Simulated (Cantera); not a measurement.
An isothermal, constant-pressure homogeneous reactor starts with CH4 : H2 = 1 : 1.3 (molar parts), at 1775 K and 0.132 atm. Integrator tolerance rtol = 1e-08.

Computed with Cantera and GRI-Mech 3.0 (53 species, 325 reactions). GRI-Mech 3.0 stops at C3 and has no aromatics, soot or wall deposition, so with more carbon than oxygen in the feed, carbon stays in small species such as C2H2 where larger ones or solid carbon would form.

What does this change do: pressure from 0.132 atm to 0.000553 atm?


```csv
quantity,before,after
x(CH4) at 3.00 s,0.00281 (gas-phase equilibrium 0.00280),0.0396 (gas-phase equilibrium 1.16e-5)
x(H2) at 3.00 s,0.846 (gas-phase equilibrium 0.846),0.820 (gas-phase equilibrium 0.838)
x(C2H) at 3.00 s,1.02e-6 (gas-phase equilibrium 1.02e-6),2.76e-6 (gas-phase equilibrium 1.59e-5)
x(C2H2) at 3.00 s,0.150 (gas-phase equilibrium 0.150),0.136 (gas-phase equilibrium 0.151)
x(C2H6) at 3.00 s,7.84e-8 (gas-phase equilibrium 7.81e-8),3.29e-6 (gas-phase equilibrium 1.36e-12)
```
Radical loss at walls, strong at low pressure, is not modelled.
